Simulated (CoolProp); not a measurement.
R21 along the isotherm 227.9 K: Z from the reference equation and from simpler models built on Tc = 452.7 K, pc = 52.89 bar, ω = 0.206; each cubic takes its own stable root.

The numbers come from the reference Helmholtz-energy equation of state, Platzer 1990 in CoolProp. This equation is an older, rougher fit; its heat capacities, sound speeds and derivatives of the liquid may be far off and weren't checked against measurements.

```csv
p (bar),phase,reference
8.26,liquid,0.02943
16.5,liquid,0.05874
24.8,liquid,0.08822
33.1,liquid,0.1176
41.3,liquid,0.1467
49.6,liquid,0.1760
57.8,liquid,0.2050
66.1,liquid,0.2342
74.4,liquid,0.2634
82.6,liquid,0.2922
90.9,liquid,0.3214
99.2,liquid,0.3505
107,liquid,0.3778
116,liquid,0.4092
124,liquid,0.4371
132,liquid,0.4650
```

**Question.** How far does each simpler model (van der Waals, Soave-Redlich-Kwong, Peng-Robinson) lie from the reference over these 16 states: mean and median of the absolute difference, and the worst?

**Answer.** 
- van der Waals: mean 59.3 %, median 59.2 %, worst +60.8 % at 227.9 K and 8.26 bar
- Soave-Redlich-Kwong: mean 6.8 %, median 6.8 %, worst +6.9 % at 227.9 K and 8.26 bar
- Peng-Robinson: mean 4.9 %, median 4.9 %, worst -5.0 % at 227.9 K and 8.26 bar
